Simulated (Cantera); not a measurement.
Transport properties of process gases

Gas mixture: NH₃ : CH₄ : CO : CH₃OH = 0.069 : 0.48 : 0.29 : 0.29 (molar parts), at 20.0 Torr, frozen composition.

Cantera's kinetic-theory transport with the Lennard-Jones parameters of GRI-Mech 3.0, ideal gas; thermal conductivity in the mixture-averaged form. Polar gases are described roughly by these parameters. The composition is frozen, though it would react at the higher temperatures.

```json
[
 {"T (K)": "400", "ρ (kg/m³)": "0.0187", "cp (J/kg/K)": "1732", "μ (µPa s)": "15.8", "λ (mW/m/K)": "38.4", "Pr": "0.716", "D (cm²/s) C₂H₂": "9.97", "D (cm²/s) H₂": "45.0", "D (cm²/s) NO": "12.4"},
 {"T (K)": "600", "ρ (kg/m³)": "0.0124", "cp (J/kg/K)": "2160", "μ (µPa s)": "22.2", "λ (mW/m/K)": "65.2", "Pr": "0.735", "D (cm²/s) C₂H₂": "20.8", "D (cm²/s) H₂": "89.8", "D (cm²/s) NO": "25.3"},
 {"T (K)": "800", "ρ (kg/m³)": "0.00933", "cp (J/kg/K)": "2535", "μ (µPa s)": "27.7", "λ (mW/m/K)": "93.6", "Pr": "0.751", "D (cm²/s) C₂H₂": "34.6", "D (cm²/s) H₂": "146", "D (cm²/s) NO": "41.4"},
 {"T (K)": "1000", "ρ (kg/m³)": "0.00747", "cp (J/kg/K)": "2847", "μ (µPa s)": "32.7", "λ (mW/m/K)": "122", "Pr": "0.765", "D (cm²/s) C₂H₂": "50.8", "D (cm²/s) H₂": "211", "D (cm²/s) NO": "60.4"},
 {"T (K)": "1200", "ρ (kg/m³)": "0.00622", "cp (J/kg/K)": "3094", "μ (µPa s)": "37.3", "λ (mW/m/K)": "149", "Pr": "0.774", "D (cm²/s) C₂H₂": "69.4", "D (cm²/s) H₂": "286", "D (cm²/s) NO": "82.0"},
 {"T (K)": "1400", "ρ (kg/m³)": "0.00533", "cp (J/kg/K)": "3293", "μ (µPa s)": "41.6", "λ (mW/m/K)": "176", "Pr": "0.780", "D (cm²/s) C₂H₂": "90.1", "D (cm²/s) H₂": "370", "D (cm²/s) NO": "106"},
 {"T (K)": "1600", "ρ (kg/m³)": "0.00467", "cp (J/kg/K)": "3451", "μ (µPa s)": "45.6", "λ (mW/m/K)": "201", "Pr": "0.784", "D (cm²/s) C₂H₂": "113", "D (cm²/s) H₂": "461", "D (cm²/s) NO": "133"}
]
```
D: mixture-averaged diffusion coefficient of that species in the mixture.
